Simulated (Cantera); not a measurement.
**Silicon oxide and oxynitride deposition: TEOS + N2O**

A closed system holds: 1 mol TEOS, 0.13 mol N2O, held at 0.0460 bar.

Cantera equilibrium calculation (NASA polynomials, part measured and part estimated; ideal gas, pure solids and liquids). Candidate condensed phases: C, C6H6, C7H8, C8H18, H2O, Si, SiC, SiO2, Si2N2O, Si3N4; 151 gas species. The feed counts by its element totals alone. Mutual solubility and eutectic melting of coexisting phases are not modelled. The tables hold silica as quartz up to 1696 K and as liquid above; real silica turns to tridymite and cristobalite and melts near 1996 K. Kinetics and transport are ignored.

| T (K) | x H2 | x CO | x H2O | x CH4 | x N2 | x CO2 | x SiO | x H | n C(graphite) | n SiO2(β-quartz) | n Si2N2O(s) | n SiC(s) |
|---|---|---|---|---|---|---|---|---|---|---|---|---|
| 875 | 0.804 | 0.141 | 0.0212 | 0.0130 | 0.0111 | 0.00978 | <1e-12 | 2.10e-10 | 6.08 | 1.00 | 0 | 0 |
| 975 | 0.811 | 0.169 | 0.00379 | 0.00381 | 0.0107 | 0.00126 | <1e-12 | 4.80e-9 | 5.89 | 1.00 | 0 | 0 |
| 1075 | 0.814 | 0.173 | 0.000818 | 0.00137 | 0.0106 | 0.000187 | 1.12e-12 | 6.17e-8 | 5.87 | 1.00 | 0 | 0 |
| 1175 | 0.815 | 0.174 | 0.000226 | 0.000585 | 0.0106 | 3.75e-5 | 7.60e-10 | 5.16e-7 | 5.87 | 1.00 | 0 | 0 |
| 1275 | 0.815 | 0.174 | 7.60e-5 | 0.000283 | 0.0106 | 9.73e-6 | 1.82e-7 | 3.10e-6 | 5.87 | 1.000 | 0 | 0 |
| 1375 | 0.809 | 0.184 | 3.15e-5 | 0.000150 | 0.00670 | 3.46e-6 | 1.84e-5 | 1.44e-5 | 5.73 | 0.906 | 0.0470 | 0 |
| 1475 | 0.711 | 0.286 | 1.93e-5 | 6.77e-5 | 0.00190 | 3.13e-6 | 0.000504 | 5.10e-5 | 3.19 | 0 | 0.103 | 0.787 |
| 1575 | 0.701 | 0.289 | 9.56e-6 | 4.11e-5 | 0.00904 | 1.36e-6 | 0.000763 | 0.000162 | 2.89 | 0 | 0 | 0.989 |
x: gas mole fraction; n: condensed amount in mol.

From 875 K to 1275 K the condensed part is C(graphite) + SiO2(β-quartz). At 1375 K the condensed part is C(graphite) + SiO2(β-quartz) + Si2N2O(s). At 1475 K the condensed part is C(graphite) + SiC(s) + Si2N2O(s). At 1575 K the condensed part is C(graphite) + SiC(s).
